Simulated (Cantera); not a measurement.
Input: 1 mol c-C4F8, 0.032 mol CH4, 1.8 mol H2, equilibrated at 47.0 Pa.

Equilibrium computed with Cantera from the NASA thermochemical tables; the gas is ideal and each condensed phase is pure. Candidate condensed phases: C, C6H6, C7H8, C8H18; 110 gas species. Ions and electrons are included (thermal ionisation). The feed counts by its element totals alone. Equilibrium is a limit: real reactors are often held back by kinetics, nucleation or transport. All values below are at 4727 °C.

Base state: F 0.507, C 0.254, H 0.236, e- 0.00136, C+ 0.00135, HF 2.45e-5, C2 2.02e-5, CF 1.73e-5 (mole fractions); condensed: gas only.

What changes in the equilibrium state with this change: H2 from 1.8 to 0.089 mol?


```json
[
 {"species": "F", "before": "0.507", "after": "0.647"},
 {"species": "C", "before": "0.254", "after": "0.325"},
 {"species": "H", "before": "0.236", "after": "0.0248"},
 {"species": "HF", "before": "2.45e-5", "after": "3.28e-6"},
 {"species": "C2", "before": "2.02e-5", "after": "3.30e-5"},
 {"species": "CF", "before": "1.73e-5", "after": "2.83e-5"},
 {"species": "C+", "before": "0.00135", "after": "0.00153"},
 {"species": "e-", "before": "0.00136", "after": "0.00153"}
]
```
